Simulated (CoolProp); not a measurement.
A single-stage vapour-compression cycle with n-butane: evaporating at 253.15 K (dew point), condensing at 305.15 K (bubble point), superheat 8 K, subcooling 0 K, compressor efficiency 0.6, no pressure losses. Each further row changes one setting.

Computed with CoolProp (reference Helmholtz-energy equation of state, Bücker 2006).

```csv
case,cooling COP,pressure ratio,discharge temperature (K),refrigerating effect (kJ/kg),volumetric capacity (kJ/m³)
as stated,[?],6.65,337.8,293,362
evaporating temperature 258.15 K,2.74,5.34,334.5,300,455
condensing temperature 300.15 K,2.70,5.72,331.8,305,377
subcooling 5 K,2.47,6.65,337.8,305,377
superheat 18 K,[?],6.65,348.5,[?],[?]
compressor efficiency 0.5,[?],6.65,350.4,293,362
```

Q: Some entries are withheld; supply them.

A: 
- as stated, cooling COP: 2.37
- superheat 18 K, cooling COP: 2.40
- superheat 18 K, refrigerating effect (kJ/kg): 309
- superheat 18 K, volumetric capacity (kJ/m³): 366
- compressor efficiency 0.5, cooling COP: 1.98
